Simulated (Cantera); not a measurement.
Feed: 1 mol TiC, 0.082 mol C, 0.25 mol H₂, at 1.00 bar.

These are equilibrium values from Cantera (NASA tables, ideal gas, pure condensed phases), not measurements of a reactor. Candidate condensed phases: C, C₆H₆, C₇H₈, C₈H₁₈, Ti, TiC; 77 gas species. TiC: taken at fixed stoichiometry. The numbers say what is thermodynamically allowed, not how fast it happens. All values below are at 2700 K.

Base state: H₂ 0.923, H 0.0546, C₂H₂ (acetylene) 0.0218, C₄H₂ 0.000213, C₂H 0.000137, CH₃ 9.63e-5, CH₄ 9.51e-5, C₂H₂ (vinylidene) 3.17e-5 (mole fractions); condensed: C(graphite) + TiC(s).

Question: What changes in the equilibrium state with this change: pressure from 1.00 bar to 0.000120 bar?

Answer: 
| species | before | after |
|---|---|---|
| H | 0.0546 | 0.741 |
| Ti | 1.66e-5 | 0.138 |
| C₃ | 8.80e-6 | 0.0733 |
| H₂ | 0.923 | 0.0204 |
| C | 2.12e-6 | 0.0177 |
| C₂H₂ (acetylene) | 0.0218 | 0.000481 |
| CH₄ | 9.51e-5 | <1e-9 |
| CH₃ | 9.63e-5 | 3.47e-9 |
| C₂ | 8.43e-7 | 0.00702 |
| C₅ | 5.87e-8 | 0.000489 |
| C(graphite), mol | 0.0704 | 0.00470 |
| TiC(s), mol | 1.000 | 0.912 |
